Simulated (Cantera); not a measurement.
Premixed flame

A freely propagating, adiabatic, planar premixed flame of 24.0 % H₂, 19.5 % O₂, 56.5 % N₂, unburnt at 450 K and 7.30 bar; mixture-averaged transport, grid criteria slope 0.08 and curve 0.16, no radiation.

Detailed kinetics in Cantera: the H2/O2 subset of GRI-Mech 3.0, which has no nitrogen chemistry. The hydrogen kinetics of GRI-Mech 3.0 are dated; newer H2 mechanisms differ, most at raised pressure. Burning velocities carry a grid error of a few per cent, more on coarse grids. Lean hydrogen flames are cellular in practice and burn faster than this planar one.

| z (mm) | T (K) | u (m/s) | x H₂ | x O₂ | x H₂O₂ | x OH | x O | x HO₂ |
|---|---|---|---|---|---|---|---|---|
| -0.112 | 450 | 1.72 | 0.239 | 0.195 | 1.71e-8 | <1e-8 | <1e-8 | 4.81e-8 |
| -0.0748 | 451 | 1.72 | 0.235 | 0.196 | 1.74e-7 | <1e-8 | <1e-8 | 4.82e-7 |
| -0.0561 | 455 | 1.72 | 0.228 | 0.198 | 1.05e-6 | <1e-8 | 1.87e-8 | 2.91e-6 |
| -0.0374 | 476 | 1.76 | 0.209 | 0.202 | 1.11e-5 | 1.68e-8 | 1.81e-7 | 3.19e-5 |
| -0.0187 | 680 | 2.39 | 0.151 | 0.203 | 0.000156 | 2.85e-5 | 1.39e-5 | 0.000721 |
| -0.00935 | 1036 | 3.56 | 0.104 | 0.184 | 0.000226 | 0.000641 | 0.000311 | 0.00112 |
| 0 | 1442 | 4.91 | 0.0584 | 0.149 | 4.15e-5 | 0.00288 | 0.00206 | 0.000634 |
| 0.00935 | 1719 | 5.84 | 0.0277 | 0.117 | 6.19e-6 | 0.00692 | 0.00421 | 0.000326 |
| 0.0187 | 1878 | 6.37 | 0.0138 | 0.101 | 3.96e-6 | 0.00996 | 0.00484 | 0.000181 |
| 0.0374 | 2025 | 6.85 | 0.00569 | 0.0917 | 2.44e-6 | 0.0108 | 0.00358 | 7.76e-5 |
| 0.0748 | 2118 | 7.14 | 0.00223 | 0.0899 | 1.41e-6 | 0.00816 | 0.00157 | 2.87e-5 |
| 0.150 | 2158 | 7.27 | 0.000760 | 0.0902 | 8.49e-7 | 0.00517 | 0.000563 | 1.18e-5 |
| 0.299 | 2170 | 7.30 | 0.000364 | 0.0904 | 6.87e-7 | 0.00379 | 0.000291 | 8.05e-6 |
x: mole fraction of selected species; z is measured from the peak of heat release.

- laminar burning velocity: 173 cm/s
- thermal thickness: 0.0374 mm
- peak x(H₂O₂): 0.000235
- peak x(OH): 0.0110
- peak x(O): 0.00485
- peak x(HO₂): 0.00118
